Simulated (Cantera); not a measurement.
Charge: 1 mol FeS₂, 0.75 mol H₂, a varied amount of H₂O, held at 1650 K and 6.60 bar.

Method: chemical equilibrium by Gibbs-energy minimisation in Cantera with the NASA 1993 tables (ideal gas, pure condensed phases). Candidate condensed phases: Fe, FeO, Fe(OH)₂, Fe(OH)₃, FeS, FeSO₄, FeS₂, Fe₂O₃, Fe₂(SO₄)₃, Fe₃O₄, H₂O, H₂SO₄, S; 22 gas species. FeS: taken at fixed stoichiometry. Rates play no part.

x: gas mole fraction; n: condensed amount in mol.

```
n(H₂O) (mol)   x H₂O  x H₂S    x S₂   x H₂     x SO₂     x SH  n FeS(l)
------------  ------  -----  ------  -----  --------  -------  --------
0.09          0.0825  0.479   0.219  0.212  0.000163  0.00600      1.00
0.15           0.130  0.450   0.209  0.205  0.000424  0.00575      1.00
0.26               ?      ?       ?  0.192         ?  0.00533      1.00
0.43           0.294  0.351   0.169  0.177   0.00261  0.00481     1.000
0.74           0.410  0.283   0.138  0.158   0.00578  0.00411     1.000
1.2                ?      ?       ?      ?         ?        ?     1.000
2.1            0.633  0.154  0.0707  0.120    0.0170  0.00256     1.000
```

Problem. Some entries are withheld; supply them.

Solution. 
- 1.2, x H₂O: 0.518
- 1.2, x H₂S: 0.220
- 1.2, x S₂: 0.107
- 1.2, x H₂: 0.140
- 1.2, x SO₂: 0.0104
- 1.2, x SH: 0.00340
- 0.26, x H₂O: 0.204
- 0.26, x H₂S: 0.405
- 0.26, x S₂: 0.191
- 0.26, x SO₂: 0.00113
